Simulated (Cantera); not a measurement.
A Cantera script and its output.

```python
import numpy as np
import cantera as ct

gas = ct.Solution("gri30.yaml")


def delay(T, t_max=10):
    gas.TPX = T, 590000, {'CO': 1, 'H2': 0.41, 'CH4': 0.4, 'O2': 3.86, 'N2': 21.6}
    reactor = ct.IdealGasReactor(gas, clone=False)
    net = ct.ReactorNet([reactor])
    net.rtol, net.atol = 1e-8, 1e-16
    while net.time < t_max:
        t_old, T_old = net.time, reactor.T
        net.step()
        if reactor.T > T + 400:  # ignition: a rise of 400 K
            return t_old + (T + 400 - T_old) / (reactor.T - T_old) * (net.time - t_old)
    return np.nan


taus = []
for T in [1298, 1398, 1498, 1598, 1698, 1798, 1898, 1998]:
    taus.append(delay(T))
    print(f"T0 = {T:6g} K   tau = {taus[-1]:.4e} s")
```

Result:

```
T0 =   1298 K   tau = 1.0164e-04 s
T0 =   1398 K   tau = 4.6629e-05 s
T0 =   1498 K   tau = 2.6244e-05 s
T0 =   1598 K   tau = 1.7245e-05 s
T0 =   1698 K   tau = 1.2660e-05 s
T0 =   1798 K   tau = 1.0104e-05 s
T0 =   1898 K   tau = 8.6482e-06 s
T0 =   1998 K   tau = 7.8850e-06 s
```

Detailed kinetics in Cantera: GRI-Mech 3.0 (53 species, 325 reactions). Where the delays flatten at high temperature, the 400 K rule measures the pace of heat release, not the induction time.
